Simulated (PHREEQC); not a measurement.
Dissolve 0.065 mol CuSO4, 0.024 mol H2SO4 and 0.00067 mol FeCl3 per kg of water at 58 °C. Closed to the air; pH follows from the charge balance.

Computed with PHREEQC (ion-association model, wateq4f.dat).

This is a speciation only: nothing precipitates in the calculation.

**Question.** Order these Cu species by the share of Cu that they hold, largest first: CuSO4, CuCl+, Cu+2.

**Answer.** Cu+2 (59 %), CuSO4 (41 %), CuCl+ (0.39 %)

The pH is 1.90 and the ionic strength 0.161 mol/kgw. The solution is supersaturated, for example in Hematite (slow to form), Goethite (slow to form), so a real one may precipitate; this is no full list. Species that the database lacks are ignored. Away from 25 °C the constants follow the database's enthalpies or fits; those with neither stay at their 25 °C values.
